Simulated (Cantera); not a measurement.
An isothermal, constant-pressure homogeneous reactor starts with 29.4 % NO, 70.6 % N2, at 2150 K and 0.661 atm.

Cantera simulation using GRI-Mech 3.0 (53 species, 325 reactions); the numbers are that mechanism's predictions, not measurements.

One state of this run: x NO = 0.154; x N2O = 1.12e-5; x O2 = 0.0695; x NO2 = 0.000100; x N2 = 0.776. x: mole fraction; the columns are a selection and need not sum to one.

Q: Which value of t (s) does it belong to?
A. 0.00163
B. 0.237
C. 0.116
D. 0.982

A: B, 0.237
